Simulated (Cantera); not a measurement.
Standard-state values (1 bar) from the NASA 1993 polynomials, evaluated with Cantera. Values are per mole of reaction as written; species without (g) are pure solids or liquids, kept so even where they would boil at 1 bar.

Problem. Between 300 and 1323 K, where is each reaction favourable under standard conditions?
- 3 NO2(g) + 2 Cr → 2 CrO3(g) + 3 N(g)
- Cr + 3 N2O(g) → 3 N2(g) + CrO3(g)

Solution. 
- 3 NO2(g) + 2 Cr → 2 CrO3(g) + 3 N(g): ΔG° is 662 kJ at 300 K and 421 kJ at 1323 K; it stays positive (K < 1). ΔH° is 734 kJ and ΔS° 237 J/K at 1323 K.
- Cr + 3 N2O(g) → 3 N2(g) + CrO3(g): ΔG° is -585 kJ at 300 K and -739 kJ at 1323 K; it stays negative (K > 1). ΔH° is -553 kJ and ΔS° 141 J/K at 1323 K.
